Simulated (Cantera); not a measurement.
An isothermal, constant-pressure homogeneous reactor starts with CO : O₂ : H₂O : N₂ = 0.028 : 0.026 : 0.061 : 1 (molar parts), equivalence ratio 0.54, at 898 K and 1.30 bar. Integrator tolerance rtol = 1e-08.

Cantera simulation using GRI-Mech 3.0 (53 species, 325 reactions); the numbers are that mechanism's predictions, not measurements.

Task: What does this change do: pressure from 1.30 bar to 9.50 bar?

Result: 
```json
[
 {"quantity": "x(CO) at 10.0 s", "before": "0.0163 (gas-phase equilibrium <1e-12)", "after": "0.0128 (gas-phase equilibrium <1e-12)"},
 {"quantity": "x(O₂) at 10.0 s", "before": "0.0190 (gas-phase equilibrium 0.0109)", "after": "0.0172 (gas-phase equilibrium 0.0109)"},
 {"quantity": "x(H₂O) at 10.0 s", "before": "0.0549 (gas-phase equilibrium 0.0554)", "after": "0.0550 (gas-phase equilibrium 0.0554)"},
 {"quantity": "x(O) at 10.0 s", "before": "2.35e-8 (gas-phase equilibrium <1e-12)", "after": "5.79e-10 (gas-phase equilibrium <1e-12)"},
 {"quantity": "x(H₂O₂) at 10.0 s", "before": "7.39e-6 (gas-phase equilibrium 4.35e-12)", "after": "1.22e-6 (gas-phase equilibrium 1.18e-11)"}
]
```

Task: What does this change do: temperature 898 to 1375 K?

Result: 
```
quantity                                             before                                      after
-----------------  ----------------------------------------  -----------------------------------------
x(CO) at 10.0 s       0.0163 (gas-phase equilibrium <1e-12)    1.36e-7 (gas-phase equilibrium 1.36e-7)
x(O₂) at 10.0 s       0.0190 (gas-phase equilibrium 0.0109)      0.0109 (gas-phase equilibrium 0.0108)
x(H₂O) at 10.0 s      0.0549 (gas-phase equilibrium 0.0554)      0.0554 (gas-phase equilibrium 0.0554)
x(O) at 10.0 s       2.35e-8 (gas-phase equilibrium <1e-12)    5.87e-8 (gas-phase equilibrium 5.84e-8)
x(H₂O₂) at 10.0 s  7.39e-6 (gas-phase equilibrium 4.35e-12)  6.23e-10 (gas-phase equilibrium 6.21e-10)
```
